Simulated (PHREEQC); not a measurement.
Solution (20 °C): 3.4 mol/kgw NaBr and 0.36 mol/kgw NaHCO3. Closed to the air; pH follows from the charge balance.

The numbers come from PHREEQC with the Pitzer model, pitzer.dat.

| quantity | before | after |
|---|---|---|
| pH | 7.39 | 7.93 |
| ionic strength (mol/kgw) | 3.77 | 0.366 |
| HCO3- (mol/kgw) | 0.349 | 0.347 |
| CO2 (mol/kgw) | 0.00564 | 0.00645 |
| CO3-2 (mol/kgw) | 0.00564 | 0.00645 |
| SI of Nahcolite (NaHCO3) | -0.05 | -0.88 |
| SI of Trona (Na3H(CO3)2:2H2O) | -2.33 | -4.56 |

Name the change that produced these shifts.
A) NaHCO3 from 0.36 to 0.036 mol/kgw
B) NaBr left out
C) diluted 100-fold with water

B, NaBr left out

Precipitation was switched off in this run. In brines, pH and single-ion activities rest on the MacInnes convention.
